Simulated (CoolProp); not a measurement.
Methanol along the isotherm 391.8 K: Z from the reference equation and from simpler models built on Tc = 513.4 K, pc = 82.16 bar, ω = 0.565; each cubic takes its own stable root.

Values from CoolProp's reference Helmholtz-energy equation of state, de Reuck 1993.

```json
[
 {"p (bar)": "18.7", "phase": "liquid", "reference": "0.02660"},
 {"p (bar)": "37.3", "phase": "liquid", "reference": "0.05281"},
 {"p (bar)": "56", "phase": "liquid", "reference": "0.07891"},
 {"p (bar)": "74.7", "phase": "liquid", "reference": "0.1048"},
 {"p (bar)": "93.4", "phase": "liquid", "reference": "0.1305"},
 {"p (bar)": "112", "phase": "liquid", "reference": "0.1558"},
 {"p (bar)": "131", "phase": "liquid", "reference": "0.1815"},
 {"p (bar)": "149", "phase": "liquid", "reference": "0.2057"},
 {"p (bar)": "168", "phase": "liquid", "reference": "0.2311"},
 {"p (bar)": "187", "phase": "liquid", "reference": "0.2563"},
 {"p (bar)": "205", "phase": "liquid", "reference": "0.2800"}
]
```

Question: How far does each simpler model (Soave-Redlich-Kwong, Peng-Robinson) lie from the reference over these 11 states: mean and median of the absolute difference, and the worst?

Answer: 
- Soave-Redlich-Kwong: mean 32.8 %, median 32.8 %, worst +33.1 % at 391.8 K and 205 bar
- Peng-Robinson: mean 17.6 %, median 17.7 %, worst +18.1 % at 391.8 K and 205 bar
